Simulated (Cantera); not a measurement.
A closed system holds: 1 mol SiO₂, 7.8 mol HCl, at 16.0 Pa.

Cantera equilibrium calculation (NASA polynomials, part measured and part estimated; ideal gas, pure solids and liquids). Candidate condensed phases: H₂O, Si, SiO₂; 30 gas species. The tables hold silica as quartz up to 1696 K and as liquid above; real silica turns to tridymite and cristobalite and melts near 1996 K. Rates play no part.

log p: log10 of the partial pressure in bar; n: condensed amount in mol.

```csv
T (K),log p HCl,log p Cl,log p H₂,log p H₂O,log p SiO,n SiO₂(β-quartz)
848,-3.80,-9.65,-9.74,-9.15,<-15,1.000
898,-3.80,-9.12,-9.30,-9.00,<-15,1.000
948,-3.80,…,…,…,<-15,1.000
998,-3.80,-8.24,-8.51,-8.75,<-15,1.000
1048,-3.80,-7.87,-8.15,-8.64,<-15,1.000
1098,-3.80,-7.54,-7.83,-8.55,-15.01,1.000
1148,-3.80,…,…,…,…,1.000
1198,-3.80,-6.95,-7.25,-8.38,-12.42,1.000
1248,-3.80,-6.70,-7.00,-8.31,-11.28,1.000
1298,-3.80,-6.46,-6.76,-8.23,-10.24,1.000
1348,-3.80,-6.24,-6.54,-8.15,-9.29,1.000
1398,-3.80,-6.04,-6.34,-8.02,-8.47,1.000
1448,-3.80,-5.85,-6.16,-7.75,-7.85,0.999
```

Problem. Complete the blanks.

Solution. 
- 1148, log p Cl: -7.23
- 1148, log p H₂: -7.53
- 1148, log p H₂O: -8.46
- 1148, log p SiO: -13.65
- 948, log p Cl: -8.65
- 948, log p H₂: -8.89
- 948, log p H₂O: -8.87
